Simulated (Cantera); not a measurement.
Feed: 1 mol Si3N4, 15 mol NF3, 0.63 mol H2, 18 mol H2O, held at 1650 °C and 49.0 mbar.

Equilibrium computed with Cantera from the NASA thermochemical tables; the gas is ideal and each condensed phase is pure. Candidate condensed phases: H2O, Si, SiO2, Si2N2O, Si3N4; 58 gas species. The tables' values for SiF3 are old estimates; treat these amounts as uncertain. The tables hold silica as quartz up to 1696 K and as liquid above; real silica turns to tridymite and cristobalite and melts near 1996 K. Equilibrium is a limit: real reactors are often held back by kinetics, nucleation or transport.

Base state: HF 0.604, N2 0.169, O2 0.140, SiF4 0.0507, H2O 0.0314, NO 0.00233, OH 0.00149, O 0.000613 (mole fractions); condensed: SiO2(condensed).

Question: What changes in the equilibrium state with this change: NF3 from 15 to 9.4 mol?

Answer: 
| species | before | after |
|---|---|---|
| HF | 0.604 | 0.636 |
| N2 | 0.169 | 0.155 |
| H2O | 0.0314 | 0.113 |
| O2 | 0.140 | 0.0853 |
| SiF4 | 0.0507 | 0.00481 |
| SiF3 | 7.52e-5 | 1.46e-5 |
| H2 | 5.98e-5 | 0.000277 |
| H | 3.29e-5 | 7.09e-5 |
| F | 9.89e-5 | 4.84e-5 |
| OH | 0.00149 | 0.00250 |
| SiO2(condensed), mol | 0.166 | 2.79 |

Question: What changes in the equilibrium state with this change: temperature from 1650 °C to 1475 °C?

Answer: 
```tsv
species	before	after
HF	0.604	0.594
N2	0.169	0.170
O2	0.140	0.142
H2O	0.0314	0.0380
SiF4	0.0507	0.0540
SiF3	7.52e-5	8.65e-6
H	3.29e-5	3.99e-6
O	0.000613	0.000125
SiO2(condensed), mol	0.166	0
```
